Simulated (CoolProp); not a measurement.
Vapour pressure (kPa) of p-xylene: the reference equation beside estimates from Tc = 616.2 K, pc = 3532 kPa, ω = 0.324. Clausius-Clapeyron is anchored at 332.1 K with a constant enthalpy of vaporisation of 40.47 kJ/mol.

Values from CoolProp's reference Helmholtz-energy equation of state, Zhou 2012.

| T (K) | reference | Lee-Kesler | Clausius-Clapeyron | Soave-Redlich-Kwong |
|---|---|---|---|---|
| 313.1 | 2.649 | 2.389 | 2.693 | 2.456 |
| 332.1 | 6.553 | 6.041 | 6.553 | 6.171 |
| 351.1 | (withheld) | 13.59 | 14.48 | (withheld) |
| 370.2 | 29.03 | 27.83 | 29.62 | 28.09 |
| 389.2 | 53.66 | 52.29 | 56.27 | 52.52 |
| 408.2 | 92.76 | 91.62 | 100.7 | 91.71 |
| 427.2 | 151.6 | 151.3 | 171.2 | 151.2 |
| 446.2 | 236.0 | 237.5 | 278.1 | 237.3 |
| 465.2 | 352.8 | 356.9 | 434.1 | 357.2 |
| 484.2 | 509.4 | (withheld) | 654.5 | 518.6 |
| 503.2 | 713.7 | 725.2 | 956.7 | 729.9 |
| 522.2 | 974.8 | 990.2 | 1360 | 999.9 |
| 541.2 | 1303 | 1321 | (withheld) | 1338 |
| 560.3 | 1712 | 1732 | 2564 | 1757 |

Fill in the missing entries.


- 351.1, reference: 14.44
- 351.1, Soave-Redlich-Kwong: 13.80
- 484.2, Lee-Kesler: 516.9
- 541.2, Clausius-Clapeyron: 1887

Absolute difference from the reference over all 14 rows, mean and median: Lee-Kesler 2.9 and 1.5 %, Clausius-Clapeyron 19.1 and 15.4 %, Soave-Redlich-Kwong 2.7 and 2.4 %.
